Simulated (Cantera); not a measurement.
A perfectly stirred reactor is fed with H₂ : O₂ = 0.037 : 1 (molar parts), equivalence ratio 0.018, at 0.0133 bar; it is held at 950 K, and followed from long to short residence time.

Detailed kinetics in Cantera: the H2/O2 subset of GRI-Mech 3.0, which has no nitrogen chemistry. Radical loss at walls, strong at low pressure, is not modelled. The temperature is held fixed by assumption; the heat of reaction is taken as removed at once.

Question: Predict: x(H₂) at τ = 5.10 s; x(O₂) at τ = 5.10 s; x(H) at τ = 5.10 s; x(O) at τ = 5.10 s; x(H₂O) at τ = 5.10 s; x(H₂) at τ = 96.0 ms; x(O₂) at τ = 96.0 ms; x(H) at τ = 96.0 ms; x(O) at τ = 96.0 ms; x(H₂O) at τ = 96.0 ms.

Answer: 
| Quantity | Result |
|---|---|
| x(H₂) at τ = 5.10 s | 0.000218 |
| x(O₂) at τ = 5.10 s | 0.963 |
| x(H) at τ = 5.10 s | 2.02e-5 |
| x(O) at τ = 5.10 s | 0.000356 |
| x(H₂O) at τ = 5.10 s | 0.0360 |
| x(H₂) at τ = 96.0 ms | 0.00195 |
| x(O₂) at τ = 96.0 ms | 0.960 |
| x(H) at τ = 96.0 ms | 0.000905 |
| x(O) at τ = 96.0 ms | 0.00314 |
| x(H₂O) at τ = 96.0 ms | 0.0335 |
